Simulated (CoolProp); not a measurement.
Vapour-liquid equilibrium of isobutane (1) + isobutene (2) at -9.65 °C; x and y are mole fractions of (1).

Computed with CoolProp (multi-fluid Helmholtz-energy mixture model, Bücker 2006 and Lemmon 2005; pair parameters Bell 2016).

```csv
x,"bubble pressure, mixture model (kPa)","bubble pressure, Raoult's law (kPa)","y, mixture model","y, Raoult's law"
0.05,92.58,92.18,___,0.060
0.2,96.25,94.98,0.237,0.231
0.35,___,97.78,0.396,0.393
0.5,102.4,100.6,0.544,0.546
0.65,104.9,103.4,0.684,0.691
0.8,___,106.2,0.821,0.828
0.95,109.3,109.0,0.955,0.958
```

**Question.** What belongs in the gaps?

**Answer.** 
- 0.05, y, mixture model: 0.063
- 0.35, bubble pressure, mixture model (kPa): 99.49
- 0.8, bubble pressure, mixture model (kPa): 107.2

The largest gap from Raoult's law is +1.8 % in bubble pressure, at x = 0.5. No azeotrope shows between x = 0.05 and 0.95.

Pair parameters are fitted to limited data, so mixtures are less certain than the pure fluids.
